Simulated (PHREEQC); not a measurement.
PHREEQC input (ion-association model, phreeqc.dat):

```
SOLUTION_MASTER_SPECIES
  Amm  AmmH+  0  AmmH  17.031  # ammonia with no redox link, constants of NH4+
SOLUTION_SPECIES
  AmmH+ = AmmH+
    -log_k 0
    -gamma 2.5 0
    -dw 1.98e-9
  AmmH+ = Amm + H+
    -log_k -9.252
    -delta_h 12.48 kcal
    -analytic 0.6322 -0.001225 -2835.76
    -dw 2.28e-9
  AmmH+ + SO4-2 = AmmHSO4-
    -log_k 1.11
PHASES
  Amm(g)
    Amm = Amm
    -log_k 1.7966
    -analytic -18.758 3.3670e-4 2.5113e3 4.8619 39.192
    -T_c 405.6
    -P_c 111.3
    -Omega 0.25
EXCHANGE_SPECIES
  AmmH+ + X- = AmmHX
    -log_k 0.6
    -gamma 2.5 0
    -delta_h -2.4
SOLUTION 0
  temp 25
  units mmol/kgw
  pH 7 charge
  Cl 193.51
  Amm 9.5
  Mn(2) 92
SOLUTION 1-40
  temp 25
  units mmol/kgw
  pH 7 charge
  Cl 16.81
  Mg 8.4
END
EXCHANGE 1-40
  X 0.29
  -equilibrate 1
END
SELECTED_OUTPUT 1
  -reset false
  -pH true
  -pe true
  -ionic_strength true
  -water true
  -step true
  -totals Amm Cl Mg Mn Mn(2) Mn(3)
  -molalities MgX2 AmmHX MnX2
  -saturation_indices Pyrochroite
PRINT
  -reset false
TRANSPORT
  -cells 40
  -shifts 240
  -lengths 0.0125
  -time_step 300
  -dispersivities 0.025
  -boundary_conditions flux flux
  -correct_disp true
  -punch_cells 40
  -punch_frequency 8
END
```

Selected output (columns that matter, 25 of 31 rows; pore volumes added in front):

```
pore volumes	pH	mu	Amm	Cl	Mg	Mn	m_MgX2	m_MnX2	si_Pyrochroite
0	5.0549	0.02521	0	0.01681	0.0084	0	0.145	0	-1000
0.2125	5.0549	0.02521	0	0.01681	0.0084	0	0.145	0	-1000
0.4125	5.0554	0.02587	8.3476e-22	0.01725	0.0086201	0	0.145	0	-1000
0.8125	5.0841	0.10558	9.7102e-09	0.07039	0.035189	5.7085e-07	0.145	1.7584e-06	-11.727
1.0125	5.0951	0.17813	1.6236e-06	0.1188	0.059173	0.00022158	0.14461	0.00038711	-9.2027
1.2125	5.1003	0.2313	2.4545e-05	0.15481	0.074709	0.0026765	0.14145	0.0035213	-8.157
1.6125	5.1023	0.27164	0.00035016	0.18571	0.074472	0.018203	0.12403	0.02063	-7.3509
1.8125	5.1015	0.27462	0.00072617	0.1903	0.066823	0.027957	0.11236	0.031923	-7.1687
2.0125	5.1001	0.27375	0.001239	0.19223	0.058205	0.037287	0.10019	0.043572	-7.0462
2.2125	5.0984	0.27147	0.0018585	0.19301	0.049827	0.045747	0.088157	0.054964	-6.9594
2.4125	5.0967	0.26885	0.0025479	0.19332	0.042169	0.053212	0.076661	0.065729	-6.8958
2.8125	5.0932	0.26399	0.0039953	0.19348	0.029477	0.065262	0.05619	0.08462	-6.8113
3.0125	5.0916	0.26196	0.0046964	0.1935	0.024397	0.07	0.047427	0.092598	-6.7828
3.2125	5.0901	0.2602	0.0053559	0.19351	0.020071	0.073999	0.039683	0.099596	-6.7606
3.6125	5.0876	0.25743	0.0065074	0.19351	0.013351	0.080145	0.027111	0.11084	-6.7293
3.8125	5.0866	0.25637	0.0069906	0.19351	0.0108	0.082455	0.022155	0.11524	-6.7184
4.0125	5.0857	0.25548	0.0074124	0.19351	0.0086898	0.084354	0.01798	0.11892	-6.7097
4.2125	5.085	0.25474	0.0077758	0.19351	0.0069569	0.085905	0.014496	0.12198	-6.7029
4.4125	5.0844	0.25414	0.0080853	0.19351	0.0055427	0.087165	0.011616	0.12449	-6.6974
4.8125	5.0834	0.25325	0.0085644	0.19351	0.0034709	0.088997	0.0073355	0.12821	-6.6898
5.0125	5.0831	0.25293	0.0087451	0.19351	0.0027295	0.089648	0.0057861	0.12954	-6.6872
5.2125	5.0827	0.25267	0.0088938	0.19351	0.0021383	0.090165	0.0045438	0.13061	-6.6851
5.6125	5.0823	0.2523	0.0091139	0.19351	0.0012988	0.090894	0.0027693	0.13212	-6.6823
5.8125	5.0822	0.25217	0.0091936	0.19351	0.0010075	0.091146	0.0021507	0.13264	-6.6813
6.0125	5.082	0.25207	0.0092576	0.19351	0.00077938	0.091342	0.0016653	0.13305	-6.6806
```
